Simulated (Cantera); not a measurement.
Charge: 1 mol SiC, 0.11 mol N2O, 200 mol H2, at 1602 °C and 0.255 Torr.

Cantera equilibrium calculation (NASA polynomials, part measured and part estimated; ideal gas, pure solids and liquids). Candidate condensed phases: C, C6H6, C7H8, C8H18, H2O, Si, SiC, SiO2, Si2N2O, Si3N4; 151 gas species. Equilibrium is a limit: real reactors are often held back by kinetics, nucleation or transport.

Base state: H2 0.963, H 0.0349, Si 0.00108, CO 0.000534, N2 0.000460, C2H2 (acetylene) 0.000208, HCN 0.000151, SiH 1.81e-5 (mole fractions); condensed: SiC(s).

Problem. What changes in the equilibrium state with this change: temperature from 1602 °C to 750 °C?

Solution. 
```csv
species,before,after
H2,0.963,1.000
CH4,1.57e-7,2.55e-5
CO,0.000534,1.58e-5
H,0.0349,2.25e-7
Si,0.00108,<1e-9
C2H2 (acetylene),0.000208,2.10e-9
SiH,1.81e-5,<1e-9
Si2C,1.68e-5,<1e-9
SiC2,1.63e-5,<1e-9
"SiC(s), mol",0.764,0.786
"C(graphite), mol",0,0.205
"Si2N2O(s), mol",0,0.107
```
Mutual solubility and eutectic melting of coexisting phases are not modelled.
